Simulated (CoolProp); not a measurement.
Saturation properties of n-dodecane (Tc = 385.0 °C, pc = 1818 kPa, ω = 0.574).

The numbers come from the reference Helmholtz-energy equation of state, Lemmon 2004 in CoolProp. It is a short technical equation, of lower accuracy than the large ones.

```tsv
T (°C)	p (kPa)	vapour density (kg/m³)	enthalpy of vaporisation (kJ/kg)	liquid viscosity (µPa s)	vapour viscosity (µPa s)
162.95	23.38	1.126	287.2	292	6.59
183.75	43.59	2.035	275.6	249	6.91
204.55	75.98	3.462	263.4	213	7.23
225.35	125.1	5.612	250.4	182	7.55
246.05	195.9	8.739	236.4	155	7.87
266.85	295.1	13.24	221.0	132	8.21
287.65	429.5	19.66	203.7	111	8.57
308.45	606.9	28.87	184.1	91.8	8.98
329.15	835.4	42.32	161.0	74.3	9.47
```

It boils at 216.3 °C under 1 atm.

Viscosity comes from a separate model (Huber 2004).
